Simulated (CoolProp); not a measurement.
A simple Rankine cycle with ammonia: condensing at 294.15 K, boiler at 3.8 MPa, turbine inlet 351.3 K, turbine efficiency 0.9, pump efficiency 0.7, no recuperator. Each further row changes one setting.

The numbers come from the reference Helmholtz-energy equation of state, Gao 2020 in CoolProp.

```
case                             thermal efficiency (%)  net work (kJ/kg)  heat in (kJ/kg)  turbine exit temperature (K)  volume ratio over the turbine
-------------------------------  ----------------------  ----------------  ---------------  ----------------------------  -----------------------------
as stated                                          12.5        (withheld)             1180                         294.1                           3.83
turbine inlet 371.3 K                              12.8               162       (withheld)                         294.1                           3.55
condensing temperature 286.15 K                    14.2        (withheld)             1220                         286.2                     (withheld)
boiler pressure 2.66 MPa                     (withheld)               124             1250                         294.1                     (withheld)
turbine efficiency 0.8                       (withheld)               131             1180                         294.1                           3.90
```

Problem. Some entries are withheld; supply them.

Solution. 
- as stated, net work (kJ/kg): 148
- turbine inlet 371.3 K, heat in (kJ/kg): 1270
- condensing temperature 286.15 K, net work (kJ/kg): 174
- condensing temperature 286.15 K, volume ratio over the turbine: 4.86
- boiler pressure 2.66 MPa, thermal efficiency (%): 9.9
- boiler pressure 2.66 MPa, volume ratio over the turbine: 2.58
- turbine efficiency 0.8, thermal efficiency (%): 11.1

The expansion ends wet for: as stated; turbine inlet 371.3 K; condensing temperature 286.15 K; boiler pressure 2.66 MPa; turbine efficiency 0.8.
